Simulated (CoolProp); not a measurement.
Saturation properties of vinyl chloride.

The numbers come from the reference Helmholtz-energy equation of state, Thol 2022 in CoolProp.

| T (K) | p (MPa) | enthalpy of vaporisation (kJ/kg) | liquid cp (kJ/(kg K)) |
|---|---|---|---|
| 258.2 | 0.09700 | 356.2 | 1.480 |
| 272.7 | ? | 344.3 | 1.493 |
| 287.3 | 0.2818 | 331.9 | 1.513 |
| 301.8 | 0.4398 | 318.9 | ? |
| 316.3 | 0.6563 | 305.0 | 1.575 |
| 330.9 | 0.9455 | 289.7 | 1.623 |
| 345.4 | 1.316 | 272.9 | ? |
| 360 | 1.788 | 253.5 | 1.784 |
| 374.5 | ? | 231.0 | 1.932 |
| 389 | ? | 203.3 | 2.194 |
| 403.6 | 3.955 | 166.0 | 2.788 |

**Question.** Fill in the missing entries.

**Answer.** 
- 272.7, p (MPa): 0.1705
- 301.8, liquid cp (kJ/(kg K)): 1.540
- 345.4, liquid cp (kJ/(kg K)): 1.689
- 374.5, p (MPa): 2.369
- 389, p (MPa): 3.081

It boils at 259.3 K under 1 atm.
